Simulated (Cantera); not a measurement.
## HCl + H₂O + O₂ (abatement and gas-phase synthesis)

Charge: 1 mol HCl, 0.18 mol H₂O, a varied amount of O₂, at 452 °C and 0.0133 bar.

Method: chemical equilibrium by Gibbs-energy minimisation in Cantera with the NASA 1993 tables (ideal gas, pure condensed phases). Candidate condensed phases: H₂O; 14 gas species. The numbers say what is thermodynamically allowed, not how fast it happens.

From 0.038 mol O₂ to 3.1 mol O₂ nothing is condensed.

```json
[
 {"n(O₂) (mol)": "0.038", "x HCl": "0.725", "x O₂": "0.00185", "x H₂O": "0.213", "x Cl₂": "0.0606", "x Cl": "2.92e-6"},
 {"n(O₂) (mol)": "0.072", "x HCl": "0.641", "x O₂": "0.0110", "x H₂O": "0.250", "x Cl₂": "0.0986", "x Cl": "3.73e-6"},
 {"n(O₂) (mol)": "0.13", "x HCl": "0.554", "x O₂": "0.0411", "x H₂O": "0.275", "x Cl₂": "0.129", "x Cl": "4.27e-6"},
 {"n(O₂) (mol)": "0.25", "x HCl": "0.459", "x O₂": "0.115", "x H₂O": "0.280", "x Cl₂": "0.145", "x Cl": "4.53e-6"},
 {"n(O₂) (mol)": "0.47", "x HCl": "0.365", "x O₂": "0.234", "x H₂O": "0.259", "x Cl₂": "0.142", "x Cl": "4.48e-6"},
 {"n(O₂) (mol)": "0.89", "x HCl": "0.269", "x O₂": "0.395", "x H₂O": "0.214", "x Cl₂": "0.122", "x Cl": "4.14e-6"},
 {"n(O₂) (mol)": "1.7", "x HCl": "0.181", "x O₂": "0.572", "x H₂O": "0.156", "x Cl₂": "0.0908", "x Cl": "3.58e-6"},
 {"n(O₂) (mol)": "3.1", "x HCl": "0.117", "x O₂": "0.716", "x H₂O": "0.106", "x Cl₂": "0.0622", "x Cl": "2.96e-6"}
]
```
x: gas mole fraction; nothing condenses.
